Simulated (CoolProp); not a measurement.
R245fa along the isobar 203 bar: Z from the reference equation and from simpler models built on Tc = 153.9 °C, pc = 36.51 bar, ω = 0.378; each cubic takes its own stable root.

Values from CoolProp's reference Helmholtz-energy equation of state, Akasaka 2015.

```json
[
 {"T (°C)": "-31.15", "phase": "liquid", "reference": "0.8944", "van der Waals": "1.450", "Redlich-Kwong": "1.011", "Soave-Redlich-Kwong": "0.9831", "Peng-Robinson": "0.8767"},
 {"T (°C)": "-13.55", "phase": "liquid", "reference": "0.8549", "van der Waals": "1.372", "Redlich-Kwong": "0.9623", "Soave-Redlich-Kwong": "0.9344", "Peng-Robinson": "0.8328"},
 {"T (°C)": "4.05", "phase": "liquid", "reference": "0.8218", "van der Waals": "1.305", "Redlich-Kwong": "0.9218", "Soave-Redlich-Kwong": "0.8938", "Peng-Robinson": "0.7963"},
 {"T (°C)": "21.55", "phase": "liquid", "reference": "0.7941", "van der Waals": "1.247", "Redlich-Kwong": "0.8879", "Soave-Redlich-Kwong": "0.8603", "Peng-Robinson": "0.7662"},
 {"T (°C)": "39.15", "phase": "liquid", "reference": "0.7708", "van der Waals": "1.196", "Redlich-Kwong": "0.8594", "Soave-Redlich-Kwong": "0.8326", "Peng-Robinson": "0.7415"},
 {"T (°C)": "56.75", "phase": "liquid", "reference": "0.7518", "van der Waals": "1.152", "Redlich-Kwong": "(withheld)", "Soave-Redlich-Kwong": "0.8104", "Peng-Robinson": "0.7218"},
 {"T (°C)": "74.35", "phase": "liquid", "reference": "0.7365", "van der Waals": "1.113", "Redlich-Kwong": "0.8160", "Soave-Redlich-Kwong": "0.7930", "Peng-Robinson": "0.7067"},
 {"T (°C)": "91.95", "phase": "liquid", "reference": "0.7249", "van der Waals": "(withheld)", "Redlich-Kwong": "0.8003", "Soave-Redlich-Kwong": "0.7803", "Peng-Robinson": "0.6959"},
 {"T (°C)": "109.55", "phase": "liquid", "reference": "0.7167", "van der Waals": "1.049", "Redlich-Kwong": "0.7880", "Soave-Redlich-Kwong": "0.7721", "Peng-Robinson": "0.6895"},
 {"T (°C)": "127.15", "phase": "liquid", "reference": "0.7118", "van der Waals": "1.023", "Redlich-Kwong": "(withheld)", "Soave-Redlich-Kwong": "0.7682", "Peng-Robinson": "0.6872"},
 {"T (°C)": "144.75", "phase": "liquid", "reference": "0.7103", "van der Waals": "1.000", "Redlich-Kwong": "0.7726", "Soave-Redlich-Kwong": "0.7685", "Peng-Robinson": "0.6892"},
 {"T (°C)": "162.35", "phase": "supercritical", "reference": "0.7121", "van der Waals": "(withheld)", "Redlich-Kwong": "0.7691", "Soave-Redlich-Kwong": "0.7732", "Peng-Robinson": "0.6955"}
]
```

Task: Some entries are withheld; supply them.

Result: 
- 56.75, Redlich-Kwong: 0.8356
- 91.95, van der Waals: 1.079
- 127.15, Redlich-Kwong: 0.7788
- 162.35, van der Waals: 0.9803
